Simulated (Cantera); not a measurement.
Equilibrium for boron, boron nitride and boron oxide: B2O3 + NH3 + N2

Feed: 1 mol B2O3, 15 mol NH3, 3.8 mol N2, equilibrated at 0.330 bar.

Method: chemical equilibrium by Gibbs-energy minimisation in Cantera with the NASA 1993 tables (ideal gas, pure condensed phases). Candidate condensed phases: B, BN, B2O3, B3O3H3, H2O; 39 gas species. Mutual solubility and eutectic melting of coexisting phases are not modelled. The numbers say what is thermodynamically allowed, not how fast it happens.

```tsv
T (°C)	x H2	x N2	x HBO	x HBO2	x B2O3	n BN(s)	n B2O3(l)
1527	0.631	0.325	0.0134	0.0171	0.0104	0.0628	0.0382
1577	0.628	0.325	0.0165	0.0160	0.0108	0	0
1627	0.626	0.324	0.0172	0.0162	0.0102	0	0
1677	0.625	0.324	0.0179	0.0163	0.00971	0	0
1727	0.624	0.324	0.0186	0.0164	0.00919	0	0
1777	0.622	0.324	0.0192	0.0165	0.00869	0	0
1827	0.620	0.324	0.0197	0.0164	0.00820	0	0
1877	0.618	0.323	0.0201	0.0164	0.00771	0	0
```
x: gas mole fraction; n: condensed amount in mol.

At 1527 °C the condensed part is BN(s) + B2O3(l). From 1577 °C to 1877 °C nothing is condensed. The main B-bearing gas is B2O3 at 1527 °C and HBO at 1877 °C.
